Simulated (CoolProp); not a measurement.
A simple Rankine cycle with propane: condensing at 312.15 K, boiler at 3.53 MPa, turbine inlet 374.6 K, turbine efficiency 0.6, pump efficiency 0.8, no recuperator. Each further row changes one setting.

The numbers come from the reference Helmholtz-energy equation of state, Lemmon 2009 in CoolProp.

```tsv
case	thermal efficiency (%)	net work (kJ/kg)	heat in (kJ/kg)	turbine exit temperature (K)	volume ratio over the turbine
as stated	5.9	22.0	375	332.3	3.03
turbine inlet 394.6 K	6.1	26.4	434	357.7	2.87
condensing temperature 304.15 K	6.8	27.1	397	326.0	3.70
boiler pressure 2.47 MPa	4.2	17.4	414	352.5	1.93
turbine efficiency 0.5	4.6	17.3	375	334.4	3.06
```
